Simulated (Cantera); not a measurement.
A Cantera script and its output.

```python
import numpy as np
import cantera as ct

surf = ct.Interface("ptcombust.yaml", "Pt_surf")
gas = surf.adjacent["gas"]
gas.TPX = 300, 15000, {'CH4': 0.051, 'O2': 0.13, 'N2': 0.79}
jet = ct.ImpingingJet(gas=gas, width=0.092, surface=surf)
jet.inlet.mdot, jet.inlet.T, jet.inlet.X = 0.15, 300, {'CH4': 0.051, 'O2': 0.13, 'N2': 0.79}
jet.set_refine_criteria(ratio=10, slope=0.2, curve=0.3)
show, cover = ['CH4', 'O2', 'H2O', 'OH', 'CO', 'CO2'], ["PT(S)", "H(S)", "O(S)", "OH(S)", "CO(S)", "C(S)"]

rows = []
print(f"{'Ts/K':>7s}" + "".join(f"{s:>11s}" for s in show + cover) + "   (gas at the wall, coverages)")
for i, Ts in enumerate([950, 1000, 1050, 1100, 1150]):
    jet.surface.T = Ts
    if i == 0:
        surf.TP = Ts, 15000
        surf.coverages = "PT(S):0.5, O(S):0.5"
        surf.advance_coverages(1.0)
        jet.set_initial_guess(products="inlet")
    jet.solve(loglevel=0, auto=(i == 0))
    rows.append([*(jet.X[gas.species_index(s), -1] for s in show), *surf[cover].coverages])
    print(f"{Ts:7g}" + "".join(f"{x:11.3e}" for x in rows[-1]))
```

Output:

```
   Ts/K        CH4         O2        H2O         OH         CO        CO2      PT(S)       H(S)       O(S)      OH(S)      CO(S)       C(S)   (gas at the wall, coverages)
    950  2.207e-02  6.874e-02  5.681e-02  9.944e-08  1.161e-05  3.766e-02  2.668e-01  3.226e-07  7.310e-01  2.212e-03  1.690e-05  8.085e-08
   1000  1.511e-02  5.403e-02  6.951e-02  2.695e-07  1.104e-05  4.623e-02  3.482e-01  7.320e-07  6.495e-01  2.193e-03  1.205e-05  7.531e-08
   1050  1.078e-02  4.496e-02  7.730e-02  6.357e-07  1.076e-05  5.151e-02  4.279e-01  1.420e-06  5.701e-01  2.031e-03  8.416e-06  6.698e-08
   1100  8.115e-03  3.942e-02  8.200e-02  1.364e-06  1.089e-05  5.472e-02  5.029e-01  2.477e-06  4.953e-01  1.814e-03  5.980e-06  5.927e-08
   1150  6.406e-03  3.595e-02  8.492e-02  2.697e-06  1.146e-05  5.671e-02  5.725e-01  4.016e-06  4.259e-01  1.587e-03  4.391e-06  5.318e-08
```

Model: Deutschmann's 1995 Pt surface mechanism with GRI-Mech 3.0 gas chemistry, integrated in Cantera. Catalytic surfaces can have several steady states; this one follows from the mechanism file's or the stated starting coverage.
